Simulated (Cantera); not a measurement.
An adiabatic, constant-volume homogeneous reactor starts with CH₄ : CO : O₂ : N₂ = 1 : 1.4 : 1.13 : 4.23 (molar parts), equivalence ratio 2.4, at 1748 K and 173 Torr. Integrator tolerance rtol = 1e-08.

Detailed kinetics in Cantera: GRI-Mech 3.0 (53 species, 325 reactions).

Task: What does this change do: pressure from 173 Torr to 698 Torr?

Result: 
| quantity | before | after |
|---|---|---|
| time of steepest temperature rise | 0.705 ms | 0.207 ms |
| temperature at 0.600 s | 2744 K | 2849 K |
| equilibrium temperature | 2744 K | 2849 K |
| x(CH₄) at 0.600 s | <1e-12 (gas-phase equilibrium <1e-12) | 8.53e-12 (gas-phase equilibrium 9.65e-12) |
| x(CO) at 0.600 s | 0.239 (gas-phase equilibrium 0.239) | 0.241 (gas-phase equilibrium 0.241) |
| x(O₂) at 0.600 s | 0.000627 (gas-phase equilibrium 0.000627) | 0.000350 (gas-phase equilibrium 0.000350) |
| x(C₂H₂) at 0.600 s | <1e-12 (gas-phase equilibrium <1e-12) | <1e-12 (gas-phase equilibrium <1e-12) |
| x(NO) at 0.600 s | 0.00145 (gas-phase equilibrium 0.00145) | 0.00126 (gas-phase equilibrium 0.00126) |
| x(CH₂CO) at 0.600 s | <1e-12 (gas-phase equilibrium <1e-12) | <1e-12 (gas-phase equilibrium <1e-12) |
| x(H) at 0.600 s | 0.0344 (gas-phase equilibrium 0.0344) | 0.0247 (gas-phase equilibrium 0.0247) |
